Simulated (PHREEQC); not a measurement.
A solution holds 0.025 mol ZnSO4 and 0.00023 mol NaCl per kg of water, at 20 °C. Closed to the air; pH follows from the charge balance.

Model: ion-association model, phreeqc.dat, run in PHREEQC.

The ionic strength comes out as 0.0600 mol/kgw. What activity coefficients do HSO4-, Zn(SO4)2-2, Zn+2, Cl-, NaSO4- get?

HSO4- 0.81, Zn(SO4)2-2 0.43, Zn+2 0.44, Cl- 0.80, NaSO4- 0.82.

Precipitation was switched off in this run.
